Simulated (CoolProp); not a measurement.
Properties of benzene along the isobar 5520 kPa (Tc = 288.9 °C, pc = 4906 kPa, ω = 0.211).

Values from CoolProp's reference Helmholtz-energy equation of state, Thol 2012.

| T (°C) | phase | cp (kJ/(kg K)) | Prandtl number | fugacity coefficient |
|---|---|---|---|---|
| 67.45 | liquid | 1.852 | 5.43 | … |
| 75.15 | liquid | … | 5.18 | … |
| 82.85 | liquid | … | 4.96 | 0.02299 |
| 90.45 | liquid | 1.926 | 4.76 | … |
| 98.15 | liquid | 1.952 | 4.58 | 0.03505 |
| 105.75 | liquid | 1.978 | … | 0.04253 |
| 113.45 | liquid | 2.004 | 4.27 | 0.05122 |
| 121.15 | liquid | 2.031 | 4.13 | 0.06110 |
| 128.75 | liquid | … | … | 0.07209 |
| 136.45 | liquid | 2.086 | 3.89 | 0.08454 |

**Question.** Complete the blanks.

**Answer.** 
- 67.45, fugacity coefficient: 0.01430
- 75.15, cp (kJ/(kg K)): 1.876
- 75.15, fugacity coefficient: 0.01825
- 82.85, cp (kJ/(kg K)): 1.901
- 90.45, fugacity coefficient: 0.02851
- 105.75, Prandtl number: 4.42
- 128.75, cp (kJ/(kg K)): 2.058
- 128.75, Prandtl number: 4.01

Viscosity comes from a separate model (Avgeri 2014). Thermal conductivity comes from a separate model (Assael 2012).
